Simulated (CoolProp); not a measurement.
Aqueous sodium chloride as a coolant, 10 % by mass, freezing at -6.6 °C, 1 atm.

Model: Melinder's fits for secondary coolants, in CoolProp.

```csv
T (°C),conductivity (W/(m K)),viscosity (mPa s),density (kg/m³),Prandtl number
-2.7,0.551,2.26,1077,15.1
1.5,0.558,1.98,1076,13.1
5.6,0.565,1.75,1075,11.4
9.7,0.572,1.55,1074,10.1
13.8,0.579,1.39,1073,8.93
17.9,0.585,[?],1071,7.98
22,0.592,[?],1070,7.17
26.1,0.599,1.04,1068,6.49
30.3,0.605,0.955,1067,5.89
34.4,0.612,0.884,1065,5.41
38.5,0.618,[?],[?],4.99
```

Q: What belongs in the gaps?

A: 
- 17.9, viscosity (mPa s): 1.26
- 22, viscosity (mPa s): 1.14
- 38.5, viscosity (mPa s): 0.824
- 38.5, density (kg/m³): 1063
